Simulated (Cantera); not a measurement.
Feed: 1 mol SiH₂Cl₂, 0.019 mol C₂H₂, 6.1 mol H₂, at 420 Pa.

These are equilibrium values from Cantera (NASA tables, ideal gas, pure condensed phases), not measurements of a reactor. Candidate condensed phases: C, C₆H₆, C₇H₈, C₈H₁₈, Si, SiC; 109 gas species. Mutual solubility and eutectic melting of coexisting phases are not modelled. Gases not in the tables: Si₂H₆ and higher silanes. Equilibrium is a limit: real reactors are often held back by kinetics, nucleation or transport.

Q: What share of the Si ends up in condensed phases as a function of T (°C), at 1277, 1352, 1427, 1502, 1577, 1652, 1727, 1802, 1877, 1952, 2027?

A: 
```
T (°C)  Si condensed (%)              as
------  ----------------  --------------
1277                49.9  Si(s) + SiC(s)
1352                49.0  Si(s) + SiC(s)
1427                48.5  Si(l) + SiC(s)
1502                49.9  Si(l) + SiC(s)
1577                50.5  Si(l) + SiC(s)
1652                49.3  Si(l) + SiC(s)
1727                44.4  Si(l) + SiC(s)
1802                31.0  Si(l) + SiC(s)
1877                 1.4          SiC(s)
1952                 0.0               -
2027                 0.0               -
```
